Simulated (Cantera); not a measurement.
Input (Python, Cantera) and output of one run.

```python
import numpy as np
import cantera as ct

gas_names = """
    C CH CH2 CH3 CH2OH CH3O CH4 CH3OH CO CO2 COOH C2 C2H CHCO,ketyl C2H2,acetylene C2H2,vinylidene
    CH2CO,ketene C2H3,vinyl CH3CO,acetyl C2H4 C2H4O,ethylen CH3CHO,ethanal CH3COOH (HCOOH)2 C2H5 C2H6
    CH3OCH3 C2H5OH C2O C3 C3H3,propargyl C3H4,allene C3H4,propyne C3H4,cyclo- C3H5,allyl C3H6,propylene
    C3H6,cyclo- C3H6O C3H7,n-propyl C3H7,i-propyl C3H8 C3H8O,1propanol C3H8O,2propanol C3O2 C4 C4H2
    C4H4,1,3-cyclo- C4H6,butadiene C4H6,2-butyne C4H6,cyclo- C4H8,1-butene C4H8,cis2-buten
    C4H8,tr2-butene C4H8,isobutene C4H8,cyclo- (CH3COOH)2 C4H9,n-butyl C4H9,i-butyl C4H9,s-butyl
    C4H9,t-butyl C4H10,isobutane C4H10,n-butane C5 C5H6,1,3cyclo- C5H8,cyclo- C5H10,1-pentene
    C5H10,cyclo- C5H11,pentyl C5H11,t-pentyl C5H12,n-pentane C5H12,i-pentane CH3C(CH3)2CH3 C6H2
    C6H5,phenyl C6H5O,phenoxy C6H6 C6H5OH,phenol C6H10,cyclo- C6H12,1-hexene C6H12,cyclo- C6H13,n-hexyl
    C7H7,benzyl C7H8 C7H8O,cresol C7H14,1-heptene C7H15,n-heptyl C7H16,n-heptane C8H8,styrene
    C8H10,ethylbenz C8H16,1-octene C8H17,n-octyl C8H18,isooctane C8H18,n-octane C9H19,n-nonyl
    C10H8,naphthale C10H21,n-decyl C12H9,o-bipheny C12H10,bipheny H HCO HO2 H2 HCHO,formaldehy HCOOH H2O
    H2O2 O OH O2 O3 Si SiC SiC2 SiC4H12 SiH SiH2 SiH3 SiH4 SiO SiO2 Si2 Si2C Si3
""".split()
cond_names = """
    C(gr) C6H6(L) C7H8(L) C8H18(L),n-octa H2O(s) H2O(L) Si(cr) Si(L) SiC(b) SiO2(Lqz) SiO2(hqz) SiO2(L)
""".split()


def load(file, names, dense=False):
    # The tables refer to 1 bar. Condensed volumes are neglected.
    table = {s.name: s for s in ct.Species.list_from_file(file)}
    out = []
    for n in names:
        d = dict(table[n].input_data)
        d["thermo"] = dict(d["thermo"], **{"reference-pressure": 1e5})
        if dense:
            d["equation-of-state"] = {"model": "constant-volume", "density": "1e6 g/cm^3"}
        out.append(ct.Species.from_dict(d))
    return out


gas = ct.Solution(thermo="ideal-gas", species=load("nasa_gas.yaml", gas_names))
cond = {s.name: ct.Solution(thermo="fixed-stoichiometry", species=[s], name=s.name)
        for s in load("nasa_condensed.yaml", cond_names, dense=True)}
atoms = {
    'HMDSO': {'Si': 2, 'C': 6, 'H': 18, 'O': 1},
    'H2O': {'H': 2, 'O': 1},
    'H2': {'H': 2},
}
top_T = {'C(gr)': 4500, 'SiC(b)': 3050}  # K; cautious upper limits of use, not melting points


def equilibrate(T, P, feed):
    n = {}
    for name, mol in feed.items():
        for a, k in atoms[name].items():
            n[a] = n.get(a, 0.0) + k * mol
    gas.TPX = T, P, n
    mass = sum(n.values()) * gas.mean_molecular_weight
    gas.equilibrate("TP")
    valid = [c for c in cond.values() if c.min_temp <= T <= top_T.get(c.name, c.max_temp)]
    mix = ct.Mixture([(gas, mass / gas.mean_molecular_weight)] + [(c, 0.0) for c in valid])
    mix.T, mix.P = T, P
    mix.equilibrate("TP", solver="vcs", rtol=1e-11, max_steps=5000)
    return mix


results = []
feed = {'HMDSO': 1, 'H2O': 3.5, 'H2': 16}  # mol
T = 800  # K
P = 1000  # Pa
mix = equilibrate(T, P, feed)
results.append((T, P, feed, dict(zip(mix.species_names, mix.species_moles))))
x = sorted(zip(gas.X, gas.species_names), reverse=True)
print(f"T = {T:g} K  P = {P:g} Pa  gas = {mix.phase_moles(0):.4g} mol")
print("   x: " + "  ".join(f"{s} {v:.3e}" for v, s in x if v > 1e-06))
print("   condensed (mol): " + ("  ".join(f"{mix.phase(i).name} {mix.phase_moles(i):.4g}"
      for i in range(1, mix.n_phases) if mix.phase_moles(i) > 1e-12) or "none"))
```

Result:

```
T = 800 K  P = 1000 Pa  gas = 28.54 mol
   x: H2 9.700e-01  CO 1.396e-02  CH4 1.265e-02  H2O 3.169e-03  CO2 1.925e-04
   condensed (mol): C(gr) 5.235  SiO2(Lqz) 2
```

These are equilibrium values from Cantera (NASA tables, ideal gas, pure condensed phases), not measurements of a reactor. The feed counts by its element totals alone.
